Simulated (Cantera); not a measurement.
Hydrocarbon pyrolysis for carbon deposition

An isothermal, constant-pressure homogeneous reactor starts with C₂H₆ : N₂ = 1 : 1.1 (molar parts), at 1425 K and 20.0 Torr.

Detailed kinetics in Cantera: GRI-Mech 3.0 (53 species, 325 reactions). GRI-Mech 3.0 stops at C3 and has no aromatics, soot or wall deposition, so with more carbon than oxygen in the feed, carbon stays in small species such as C2H2 where larger ones or solid carbon would form. Radical loss at walls, strong at low pressure, is not modelled.

| t (s) | x C₂H₆ | x H | x C₂H | x C₂H₂ | x CH₂ |
|---|---|---|---|---|---|
| 2.00e-6 | 0.476 | 1.98e-8 | <1e-12 | <1e-12 | 8.44e-12 |
| 1.62e-5 | 0.476 | 7.05e-7 | <1e-12 | 1.03e-11 | 4.09e-9 |
| 0.000131 | 0.470 | 3.60e-5 | 1.38e-12 | 4.95e-7 | 5.78e-7 |
| 0.00106 | 0.328 | 0.000140 | 5.27e-9 | 0.00224 | 2.74e-6 |
| 0.00861 | 0.0199 | 0.000153 | 4.41e-8 | 0.0582 | 6.18e-7 |
| 0.0697 | 0.000106 | 1.92e-5 | 9.74e-9 | 0.133 | 7.29e-9 |
| 0.565 | 1.47e-5 | 1.07e-5 | 6.72e-9 | 0.189 | 1.68e-9 |
| 4.57 | 1.43e-5 | 1.35e-5 | 8.91e-9 | 0.214 | 2.12e-9 |
| 37.0 | 7.22e-6 | 1.69e-5 | 1.06e-8 | 0.224 | 1.79e-9 |
| 300 | 5.83e-7 | 2.80e-5 | 1.63e-8 | 0.239 | 6.86e-10 |
x: mole fraction; the columns are a selection and need not sum to one.

Equilibrium at this temperature and pressure: C₂H₆ 3.08e-7, H 2.91e-5, C₂H 1.35e-8, C₂H₂ 0.193, CH₂ 4.28e-10 (gas phase only).
